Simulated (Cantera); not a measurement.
Cantera run:

```python
import numpy as np
import cantera as ct

gas_names = """
    F F2 H HF H2 H2F2 H3F3 H4F4 H5F5 H6F6 H7F7 N NF NF2 NF3 NH NH2 NH3 N2 N2H2 N2H4 Pb PbF PbF2 PbF4 Pb2
""".split()
cond_names = """
    Pb(cr) Pb(L) PbF2(a) PbF2(b) PbF2(L)
""".split()


def load(file, names, dense=False):
    # The tables refer to 1 bar. Condensed volumes are neglected.
    table = {s.name: s for s in ct.Species.list_from_file(file)}
    out = []
    for n in names:
        d = dict(table[n].input_data)
        d["thermo"] = dict(d["thermo"], **{"reference-pressure": 1e5})
        if dense:
            d["equation-of-state"] = {"model": "constant-volume", "density": "1e6 g/cm^3"}
        out.append(ct.Species.from_dict(d))
    return out


gas = ct.Solution(thermo="ideal-gas", species=load("nasa_gas.yaml", gas_names))
cond = {s.name: ct.Solution(thermo="fixed-stoichiometry", species=[s], name=s.name)
        for s in load("nasa_condensed.yaml", cond_names, dense=True)}
atoms = {
    'PbF2': {'Pb': 1, 'F': 2},
    'HF': {'H': 1, 'F': 1},
    'N2': {'N': 2},
}
top_T = {}  # K; cautious upper limits of use, not melting points


def equilibrate(T, P, feed):
    n = {}
    for name, mol in feed.items():
        for a, k in atoms[name].items():
            n[a] = n.get(a, 0.0) + k * mol
    gas.TPX = T, P, n
    mass = sum(n.values()) * gas.mean_molecular_weight
    gas.equilibrate("TP")
    valid = [c for c in cond.values() if c.min_temp <= T <= top_T.get(c.name, c.max_temp)]
    mix = ct.Mixture([(gas, mass / gas.mean_molecular_weight)] + [(c, 0.0) for c in valid])
    mix.T, mix.P = T, P
    mix.equilibrate("TP", solver="vcs", rtol=1e-11, max_steps=5000)
    return mix


results = []
feed = {'PbF2': 1, 'HF': 0.062, 'N2': 42}  # mol
P = 2100  # Pa
for T in [700, 800, 900, 1000, 1100, 1200, 1300, 1400, 1500, 1600]:
    mix = equilibrate(T, P, feed)
    results.append((T, P, feed, dict(zip(mix.species_names, mix.species_moles))))

top = {s: max(r[3][s] / sum(r[3][g] for g in gas_names) for r in results) for s in gas_names}
cols = sorted((s for s in top if top[s] > 0.0001), key=lambda s: -top[s])[:6]
seen = [c for c in cond_names if any(r[3].get(c, 0) > 1e-12 for r in results)]
print("log10 of partial pressures in bar; condensed amounts in mol")
print(f"{'T/K':>10s}" + "".join(f"{s[:9]:>10s}" for s in cols + seen))
for T, P, feed, n in results:
    ng = sum(n[g] for g in gas_names)
    print(f"{T:10.4g}" + "".join(f"{np.log10(max(n[s] / ng * P / 1e5, 1e-99)):10.3f}" for s in cols)
          + "".join(f"{n.get(c, 0):10.4g}" for c in seen))
```

It prints:

```
log10 of partial pressures in bar; condensed amounts in mol
       T/K        N2      PbF2      PbF4        Pb       PbF        HF     Pb(L)   PbF2(b)
       700    -1.678    -9.038    -7.791    -9.047   -11.197    -4.510         0         1
       800    -1.678    -6.964    -6.066    -7.212    -8.879    -4.509  0.001594    0.9963
       900    -1.679    -5.392    -4.718    -5.864    -7.137    -4.510   0.03559     0.915
      1000    -1.685    -4.159    -3.676    -4.791    -5.760    -4.515     0.394         0
      1100    -1.688    -3.677    -3.868    -3.917    -4.899    -4.519   0.01678         0
      1200    -1.689    -3.615    -3.928    -3.963    -4.740    -4.519         0         0
      1300    -1.689    -3.577    -3.976    -4.028    -4.625    -4.519         0         0
      1400    -1.689    -3.550    -4.019    -4.091    -4.534    -4.519         0         0
      1500    -1.689    -3.531    -4.056    -4.151    -4.460    -4.519         0         0
      1600    -1.689    -3.517    -4.087    -4.208    -4.400    -4.519         0         0
```

These are equilibrium values from Cantera (NASA tables, ideal gas, pure condensed phases), not measurements of a reactor.
